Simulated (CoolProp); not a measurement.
Properties of hexamethyldisiloxane (MM) along the isotherm 302.15 °C (Tc = 245.6 °C, pc = 19.31 bar, ω = 0.418).

The numbers come from the reference Helmholtz-energy equation of state, Thol 2016 in CoolProp.

| p (bar) | phase | density (kg/m³) | cv (kJ/(kg K)) | Joule-Thomson coefficient (K/MPa) | expansivity (1/kK) |
|---|---|---|---|---|---|
| 4.02 | gas | 14.41 | 2.134 | 6.837 | 2.115 |
| 8.05 | gas | 30.64 | 2.141 | 7.385 | 2.616 |
| 12.1 | gas | 49.27 | 2.149 | 8.002 | 3.298 |
| 16.1 | gas | 70.59 | 2.158 | 8.672 | 4.224 |
| 20.1 | supercritical | 95.70 | 2.169 | 9.390 | 5.526 |
| 24.1 | supercritical | 125.9 | 2.181 | 10.10 | 7.392 |
| 28.2 | supercritical | 163.8 | 2.196 | 10.54 | 10.02 |
| 32.2 | supercritical | 208.6 | 2.211 | 10.16 | 12.74 |
| 36.2 | supercritical | 257.8 | 2.220 | 8.630 | 13.85 |
| 40.2 | supercritical | 301.9 | 2.219 | 6.383 | 12.07 |
| 44.3 | supercritical | 335.9 | 2.212 | 4.508 | 9.522 |
| 48.3 | supercritical | 360.1 | 2.206 | 3.334 | 7.698 |
